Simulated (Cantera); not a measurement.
A closed system holds: 1 mol Fe₂O₃, 1 mol CH₄, 5.8 mol N₂, equilibrated at 923 K and 64.5 Torr.

Equilibrium computed with Cantera from the NASA thermochemical tables; the gas is ideal and each condensed phase is pure. Candidate condensed phases: C, C₆H₆, C₇H₈, C₈H₁₈, Fe, Fe(CO)₅, FeO, Fe(OH)₂, Fe(OH)₃, Fe₂O₃, Fe₃O₄, H₂O; 140 gas species. The tables' stoichiometric FeO is somewhat more stable than real wüstite, so its field is too wide. FeO: taken at fixed stoichiometry. The numbers say what is thermodynamically allowed, not how fast it happens.

Base state: N₂ 0.659, H₂ 0.198, CO 0.0877, H₂O 0.0287, CO₂ 0.0259, CH₄ 6.33e-5 (mole fractions); condensed: Fe(α) + FeO(s).

Task: What changes in the equilibrium state with this change: temperature from 923 K to 1350 K?

Result: 
```json
[
 {"species": "N₂", "before": "0.659", "after": "0.659"},
 {"species": "H₂", "before": "0.198", "after": "0.168"},
 {"species": "CO", "before": "0.0877", "after": "0.0964"},
 {"species": "H₂O", "before": "0.0287", "after": "0.0592"},
 {"species": "CO₂", "before": "0.0259", "after": "0.0173"},
 {"species": "CH₄", "before": "6.33e-5", "after": "1.89e-9"},
 {"species": "Fe(α), mol", "before": "0.481", "after": "0"},
 {"species": "FeO(s), mol", "before": "1.52", "after": "1.33"},
 {"species": "Fe(γ), mol", "before": "0", "after": "0.672"}
]
```
Mutual solubility and eutectic melting of coexisting phases are not modelled.

Task: What changes in the equilibrium state with this change: Fe₂O₃ replaced by Cu₂O?

Result: 
| species | before | after |
|---|---|---|
| N₂ | 0.659 | 0.664 |
| H₂ | 0.198 | 0.224 |
| CO | 0.0877 | 0.105 |
| H₂O | 0.0287 | 0.00313 |
| CO₂ | 0.0259 | 0.00301 |
| CH₄ | 6.33e-5 | 0.00100 |
| Fe(α), mol | 0.481 | 0 |
| FeO(s), mol | 1.52 | 0 |
| C(graphite), mol | 0 | 0.0449 |
| Cu(s), mol | 0 | 2.00 |
Further candidate phases: Cu, CuO, Cu(OH)₂, Cu₂O.

Task: What changes in the equilibrium state with this change: temperature from 923 K to 2348 K?

Result: 
| species | before | after |
|---|---|---|
| N₂ | 0.659 | 0.594 |
| H₂ | 0.198 | 0.121 |
| CO | 0.0877 | 0.0923 |
| Fe | <1e-9 | 0.0882 |
| H | <1e-9 | 0.0146 |
| H₂O | 0.0287 | 0.0760 |
| CO₂ | 0.0259 | 0.0101 |
| FeO | <1e-9 | 0.00225 |
| OH | <1e-9 | 0.00159 |
| NO | <1e-9 | 0.000191 |
| Fe(α), mol | 0.481 | 0 |
| FeO(s), mol | 1.52 | 0 |
| FeO(l), mol | 0 | 1.12 |
